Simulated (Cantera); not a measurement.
Input (Python, Cantera) and output of one run.

```python
import numpy as np
import cantera as ct

gas_names = """
    F F2 N NF NF2 NF3 N2 Si SiF SiF2 SiF3 SiF4 SiN Si2 Si2N Si3
""".split()
cond_names = """
    Si(cr) Si(L) Si3N4(a)
""".split()


# ... load() reads the species with a 1 bar reference pressure and builds the phases ...
atoms = {
    'Si': {'Si': 1},
    'NF3': {'N': 1, 'F': 3},
}
top_T = {'Si3N4(a)': 2400}  # K; cautious upper limits of use, not melting points


# ... equilibrate(T, P, feed) seeds the gas with the atoms and calls Mixture.equilibrate('TP', solver="vcs", rtol=1e-11, max_steps=5000) ...
results = []
feed = {'Si': 1, 'NF3': 4.5}  # mol
P = 16000  # Pa
for T in [475, 575, 675, 775, 875, 975, 1075, 1175, 1275, 1375, 1475, 1575]:
    mix = equilibrate(T, P, feed)
    results.append((T, P, feed, dict(zip(mix.species_names, mix.species_moles))))
    x = sorted(zip(gas.X, gas.species_names), reverse=True)
    print(f"T = {T:g} K  P = {P:g} Pa  gas = {mix.phase_moles(0):.4g} mol")
    print("   x: " + "  ".join(f"{s} {v:.3e}" for v, s in x if v > 1e-05))
    print("   condensed (mol): " + ("  ".join(f"{mix.phase(i).name} {mix.phase_moles(i):.4g}"
          for i in range(1, mix.n_phases) if mix.phase_moles(i) > 1e-12) or "none"))
```

Output:

```
T = 475 K  P = 16000 Pa  gas = 4.834 mol
   x: NF3 6.551e-01  SiF4 2.069e-01  N2 1.380e-01  F2 7.968e-05
   condensed (mol): none
T = 575 K  P = 16000 Pa  gas = 4.846 mol
   x: NF3 6.509e-01  SiF4 2.064e-01  N2 1.389e-01  F2 3.825e-03  F 1.073e-05
   condensed (mol): none
T = 675 K  P = 16000 Pa  gas = 5.014 mol
   x: NF3 5.959e-01  SiF4 1.995e-01  N2 1.508e-01  F2 5.330e-02  F 4.952e-04
   condensed (mol): none
T = 775 K  P = 16000 Pa  gas = 5.887 mol
   x: NF3 3.625e-01  F2 2.596e-01  N2 2.010e-01  SiF4 1.699e-01  F 7.123e-03
   condensed (mol): none
T = 875 K  P = 16000 Pa  gas = 7.42 mol
   x: F2 4.716e-01  N2 2.539e-01  SiF4 1.348e-01  NF3 9.868e-02  F 4.102e-02
   condensed (mol): none
T = 975 K  P = 16000 Pa  gas = 8.415 mol
   x: F2 4.746e-01  N2 2.593e-01  F 1.311e-01  SiF4 1.188e-01  NF3 1.618e-02
   condensed (mol): none
T = 1075 K  P = 16000 Pa  gas = 9.349 mol
   x: F2 3.579e-01  F 2.933e-01  N2 2.395e-01  SiF4 1.070e-01  NF3 2.321e-03
   condensed (mol): none
T = 1175 K  P = 16000 Pa  gas = 10.58 mol
   x: F 4.877e-01  N2 2.126e-01  F2 2.048e-01  SiF4 9.455e-02  NF3 2.797e-04
   condensed (mol): none
T = 1275 K  P = 16000 Pa  gas = 11.69 mol
   x: F 6.314e-01  N2 1.925e-01  F2 9.061e-02  SiF4 8.554e-02  NF3 2.820e-05
   condensed (mol): none
T = 1375 K  P = 16000 Pa  gas = 12.31 mol
   x: F 7.004e-01  N2 1.828e-01  SiF4 8.123e-02  F2 3.562e-02
   condensed (mol): none
T = 1475 K  P = 16000 Pa  gas = 12.57 mol
   x: F 7.272e-01  N2 1.790e-01  SiF4 7.955e-02  F2 1.428e-02
   condensed (mol): none
T = 1575 K  P = 16000 Pa  gas = 12.67 mol
   x: F 7.373e-01  N2 1.776e-01  SiF4 7.892e-02  F2 6.182e-03
   condensed (mol): none
```

Cantera equilibrium calculation (NASA polynomials, part measured and part estimated; ideal gas, pure solids and liquids).
